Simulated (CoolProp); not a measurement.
Carbon dioxide at 453.02 K and 1.87 MPa flows at 0.051 m/s in a round tube of 6 mm bore and 15 µm roughness, fully developed (64/Re and Nu = 3.66 if laminar; Colebrook and Gnielinski if turbulent). Each further row changes one setting.

Computed with CoolProp (reference Helmholtz-energy equation of state, Span 1996).

| case | Reynolds number | Darcy friction factor | pressure drop (Pa/m) | heat-transfer coefficient (W/(m² K)) | mass flow (kg/h) |
|---|---|---|---|---|---|
| as stated | ___ | ___ | 1.01 | 18.2 | ___ |
| velocity 0.102 m/s | 615 | 0.104 | 2.01 | 18.2 | ___ |
| diameter 12 mm | 615 | 0.104 | ___ | ___ | 0.463 |

Q: Fill in the missing entries.

A: 
- as stated, Reynolds number: 307
- as stated, Darcy friction factor: 0.208
- as stated, mass flow (kg/h): 0.116
- velocity 0.102 m/s, mass flow (kg/h): 0.232
- diameter 12 mm, pressure drop (Pa/m): 0.252
- diameter 12 mm, heat-transfer coefficient (W/(m² K)): 9.09

Viscosity comes from a separate model (Laesecke 2017). Thermal conductivity comes from a separate model (Huber 2016).
